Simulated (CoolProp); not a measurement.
n-nonane along the isotherm 600 K: fugacity coefficient from the reference equation and from simpler models built on Tc = 594.5 K, pc = 2.282 MPa, ω = 0.443; each cubic takes its own stable root.

Values from CoolProp's reference Helmholtz-energy equation of state, Lemmon 2006. It is a short technical equation, of lower accuracy than the large ones.

```
p (MPa)          phase  reference  van der Waals  Redlich-Kwong  Peng-Robinson
-------  -------------  ---------  -------------  -------------  -------------
0.0722             gas     0.9893         0.9908         0.9895         0.9884
0.109              gas     0.9839         0.9861         0.9842         0.9825
0.164              gas     0.9758         0.9792         0.9763         0.9738
0.248              gas     0.9635         0.9685         0.9642         0.9605
0.374              gas     0.9450         0.9526         0.9461         0.9407
0.564              gas     0.9173         0.9286         0.9192         0.9113
0.851              gas     0.8758         0.8924         0.8788         0.8676
1.28               gas     0.8139            [?]         0.8192         0.8039
1.94               gas     0.7175         0.7526         0.7273         0.7079
2.92     supercritical     0.5544         0.5985         0.5713            [?]
4.41     supercritical     0.4056         0.4608         0.4291         0.4115
6.65     supercritical     0.3080         0.3742         0.3355         0.3168
10       supercritical     0.2476            [?]         0.2787         0.2575
15.1     supercritical     0.2152            [?]         0.2518         0.2257
22.8     supercritical     0.2102         0.3777         0.2574         0.2210
```

Some entries are withheld; supply them.


- 1.28, van der Waals: 0.8382
- 2.92, Peng-Robinson: 0.5536
- 10, van der Waals: 0.3291
- 15.1, van der Waals: 0.3243
